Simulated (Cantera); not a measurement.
A closed system holds: 1 mol c-C4F8, 0.018 mol CH4, at 2398 K.

Equilibrium computed with Cantera from the NASA thermochemical tables; the gas is ideal and each condensed phase is pure. Candidate condensed phases: C, C6H6, C7H8, C8H18; 95 gas species. The feed counts by its element totals alone. The tables' values for C2F4 are old estimates; treat these amounts as uncertain. Gases not in the tables: C2F6 and larger saturated fluorocarbons. Kinetics and transport are ignored.

x: gas mole fraction; n: condensed amount in mol.

```tsv
P (Pa)	x F	x CF4	x CF2	x HF	x CF3	x CF	n C(graphite)
1	0.952	1.60e-9	0.00217	0.00854	1.22e-7	0.0224	3.54
5.20	0.954	2.27e-7	0.0113	0.00901	3.32e-6	0.0224	3.70
27	0.914	2.68e-5	0.0540	0.00947	7.88e-5	0.0215	3.43
140	0.770	0.00187	0.198	0.0109	0.00126	0.0181	2.56
720	…	…	…	…	…	…	…
3700	0.228	0.265	0.459	0.0207	0.0228	0.00536	1.40
19000	…	…	…	…	…	…	…
100000	0.0251	0.770	0.150	0.0315	0.0223	0.000590	1.86
```

Task: Complete the blanks.

Result: 
- 720, x F: 0.497
- 720, x CF4: 0.0441
- 720, x CF2: 0.424
- 720, x HF: 0.0142
- 720, x CF3: 0.00897
- 720, x CF: 0.0117
- 720, n C(graphite): 1.53
- 19000, x F: 0.0807
- 19000, x CF4: 0.567
- 19000, x CF2: 0.296
- 19000, x HF: 0.0275
- 19000, x CF3: 0.0269
- 19000, x CF: 0.00190
- 19000, n C(graphite): 1.68
